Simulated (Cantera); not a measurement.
## Thermodynamics of silicon etching in halogen gases, feed Si + NF3 + N2

Feed: 1 mol Si, 3.3 mol NF3, 3.1 mol N2, held at 525 K.

Method: chemical equilibrium by Gibbs-energy minimisation in Cantera with the NASA 1993 tables (ideal gas, pure condensed phases). Candidate condensed phases: Si, Si3N4; 16 gas species. Rates play no part.

From 0.00750 Torr to 750 Torr nothing is condensed. The main Si-bearing gas is SiF4 throughout.

| P (Pa) | x N2 | x NF3 | x SiF4 | x F2 | x F |
|---|---|---|---|---|---|
| 1 | 0.554 | 0.191 | 0.137 | 0.117 | 0.00150 |
| 6.80 | 0.558 | 0.258 | 0.145 | 0.0397 | 0.000335 |
| 46 | 0.559 | 0.282 | 0.147 | 0.0118 | 7.02e-5 |
| 320 | 0.559 | 0.289 | 0.148 | 0.00329 | 1.41e-5 |
| 2200 | 0.559 | 0.291 | 0.148 | 0.000914 | 2.83e-6 |
| 15000 | 0.559 | 0.292 | 0.148 | 0.000255 | 5.71e-7 |
| 100000 | 0.559 | 0.292 | 0.149 | 7.19e-5 | 1.18e-7 |
x: gas mole fraction; nothing condenses.
